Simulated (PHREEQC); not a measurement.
## Arsenic or selenium liquor: an equilibrium model

Consider water at 20 °C with 0.0087 mol/kgw Na2SeO4 and 3.1e-05 mol/kgw FeCl3. Closed to the air; pH follows from the charge balance.

The numbers come from PHREEQC with the ion-association model, wateq4f.dat.

```json
{
  "pH": "4.38",
  "ionic_strength": "0.0262 mol/kgw",
  "total_alkalinity": "-0.0620 meq/kg"
}
```

```
species   molality  activity   log γ
--------  --------  --------  ------
Na+         0.0174    0.0150  -0.066
SeO4-2     0.00869   0.00471  -0.266
Cl-        9.30e-5   7.94e-5  -0.069
H+         4.70e-5   4.13e-5  -0.055
Fe(OH)2+   2.49e-5   2.15e-5  -0.064
HSeO4-     9.00e-6   7.73e-6  -0.066
FeOH+2     5.92e-6   3.26e-6  -0.259
```

No solid was allowed to form. Saturation is exceeded, for instance for Fe(OH)3(a), Hematite (slow to form); the values hold only as long as no solid forms.
